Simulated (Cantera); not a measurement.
Adiabatic ignition

An adiabatic, constant-volume homogeneous reactor starts with CH₄ : O₂ : N₂ = 1 : 1.43 : 5.37 (molar parts), equivalence ratio 1.4, at 1475 K and 7500 Torr.

Computed with Cantera and GRI-Mech 3.0 (53 species, 325 reactions). Above 3000 K some thermodynamic fits are extrapolated.

```csv
t (s),T (K),P (bar),x CH₄,x O₂,x O,x HCN,x OH,x C₂H₆
2.00e-6,1475,10.00,0.128,0.183,2.63e-9,<1e-12,7.70e-9,1.46e-9
5.80e-6,1475,10.00,0.128,0.183,7.15e-9,<1e-12,2.63e-8,5.43e-8
1.68e-5,1475,10.00,0.128,0.183,2.85e-8,<1e-12,9.57e-8,2.90e-6
4.89e-5,1476,10.0,0.128,0.183,7.30e-8,<1e-12,2.41e-7,7.60e-5
0.000142,1490,10.1,0.125,0.181,2.06e-7,<1e-12,8.77e-7,0.000651
0.000411,3106,23.0,2.25e-11,0.00149,0.00130,2.65e-7,0.0114,<1e-12
0.00119,3106,23.0,2.25e-11,0.00149,0.00130,2.65e-7,0.0113,<1e-12
0.00346,3106,23.0,2.25e-11,0.00149,0.00130,2.65e-7,0.0113,<1e-12
0.0101,3106,23.0,2.25e-11,0.00149,0.00130,2.65e-7,0.0113,<1e-12
0.0292,3106,23.0,2.25e-11,0.00149,0.00130,2.65e-7,0.0113,<1e-12
0.0846,3106,23.0,2.25e-11,0.00149,0.00130,2.65e-7,0.0113,<1e-12
0.246,3106,23.0,2.25e-11,0.00149,0.00130,2.65e-7,0.0113,<1e-12
0.713,3106,23.0,2.25e-11,0.00149,0.00130,2.65e-7,0.0113,<1e-12
2.07,3106,23.0,2.25e-11,0.00149,0.00130,2.65e-7,0.0113,<1e-12
6.00,3106,23.0,2.25e-11,0.00149,0.00130,2.65e-7,0.0113,<1e-12
```
x: mole fraction; the columns are a selection and need not sum to one.

time of steepest temperature rise: 0.257 ms
temperature at 6.00 s: 3106 K
equilibrium temperature: 3106 K
x(CH₄) at 6.00 s: 2.25e-11 (gas-phase equilibrium 2.62e-11)
x(O₂) at 6.00 s: 0.00149 (gas-phase equilibrium 0.00149)
x(O) at 6.00 s: 0.00130 (gas-phase equilibrium 0.00130)
